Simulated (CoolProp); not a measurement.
Saturation properties of R113 (Tc = 487.2 K, pc = 3.392 MPa, ω = 0.253).

Computed with CoolProp (reference Helmholtz-energy equation of state, Marx 1992).

```csv
T (K),p (MPa),vapour density (kg/m³),liquid cp (kJ/(kg K))
384.6,0.5665,38.62,1.024
396,0.7224,49.37,1.046
407.3,?,62.44,1.071
418.6,1.123,78.53,1.102
430,1.378,98.66,1.143
441.3,1.671,?,1.200
452.6,2.009,156.3,?
463.9,2.397,200.6,1.461
475.3,2.845,268.7,1.928
```

Q: What belongs in the gaps?

A: 
- 407.3, p (MPa): 0.9063
- 441.3, vapour density (kg/m³): 123.8
- 452.6, liquid cp (kJ/(kg K)): 1.291

It boils at 320.7 K under 1 atm.
